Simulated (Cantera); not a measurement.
Input (Python, Cantera):

```python
import numpy as np
import cantera as ct

gas = ct.Solution("gri30.yaml")
gas.TPX = 600, 180000, {'CH4': 1, 'CO': 0.041, 'O2': 1.84, 'N2': 4.96}
flame = ct.FreeFlame(gas, width=0.027)
flame.set_refine_criteria(ratio=3, slope=0.08, curve=0.16)
flame.transport_model = "mixture-averaged"
flame.solve(loglevel=0, auto=True)
z, T = flame.grid, flame.T
thick = (T[-1] - T[0]) / np.gradient(T, z).max()
show = ['CH4', 'CO', 'O2', 'C2H6', 'NO2', 'H2O2']
print(f"laminar burning velocity  {flame.velocity[0] * 100:.3f} cm/s")
print(f"burnt temperature         {T[-1]:.1f} K")
print(f"thermal thickness         {thick * 1e3:.4f} mm")
print(f"grid points               {len(z)}")
z0 = z[flame.heat_release_rate.argmax()]
print(f"{'z/mm':>9s}{'T/K':>9s}{'u/(m/s)':>9s}" + "".join(f"{s:>11s}" for s in show))
rows = []
for k in (-3, -2, -1.5, -1, -0.5, -0.25, 0, 0.25, 0.5, 1, 2, 4, 8):
    zz = z0 + k * thick
    rows.append([k * thick, np.interp(zz, z, T), np.interp(zz, z, flame.velocity),
                 *(np.interp(zz, z, flame.X[gas.species_index(s)]) for s in show)])
    print(f"{rows[-1][0] * 1e3:9.3f}{rows[-1][1]:9.1f}{rows[-1][2]:9.3f}" + "".join(f"{x:11.3e}" for x in rows[-1][3:]))
```

It prints:

```
laminar burning velocity  175.657 cm/s
burnt temperature         2605.5 K
thermal thickness         0.1455 mm
grid points               154
     z/mm      T/K  u/(m/s)        CH4         CO         O2       C2H6        NO2       H2O2
   -0.437    600.1    1.759  1.274e-01  5.225e-03  2.344e-01  2.172e-08  5.749e-11  7.613e-09
   -0.291    601.4    1.767  1.269e-01  5.235e-03  2.337e-01  4.712e-07  9.883e-10  1.081e-07
   -0.218    607.6    1.791  1.259e-01  5.345e-03  2.326e-01  4.084e-06  6.724e-09  6.325e-07
   -0.146    664.6    1.976  1.207e-01  6.750e-03  2.273e-01  7.459e-05  6.394e-08  5.291e-06
   -0.073   1111.1    3.375  8.699e-02  2.328e-02  1.880e-01  1.209e-03  1.072e-07  2.074e-05
   -0.036   1584.9    4.892  4.791e-02  4.768e-02  1.365e-01  1.247e-03  5.150e-08  1.040e-05
    0.000   2015.9    6.303  1.269e-02  7.361e-02  7.785e-02  1.323e-04  1.674e-08  3.496e-06
    0.036   2216.5    6.949  1.347e-03  7.926e-02  4.120e-02  1.282e-06  7.864e-09  8.356e-07
    0.073   2273.8    7.108  7.692e-05  7.164e-02  2.633e-02  3.833e-09  9.404e-09  3.965e-07
    0.146   2323.7    7.218  2.496e-07  6.048e-02  1.864e-02  6.657e-14  1.209e-08  3.257e-07
    0.291   2387.5    7.374  5.911e-11  5.453e-02  1.544e-02  8.558e-20  1.570e-08  2.846e-07
    0.582   2464.2    7.572  6.253e-15  5.177e-02  1.278e-02  5.141e-26  2.388e-08  2.537e-07
    1.164   2539.1    7.763  6.123e-15  4.905e-02  1.010e-02  2.226e-28  4.080e-08  2.359e-07
```

Computed with Cantera and GRI-Mech 3.0 (53 species, 325 reactions). Burning velocities carry a grid error of a few per cent, more on coarse grids.
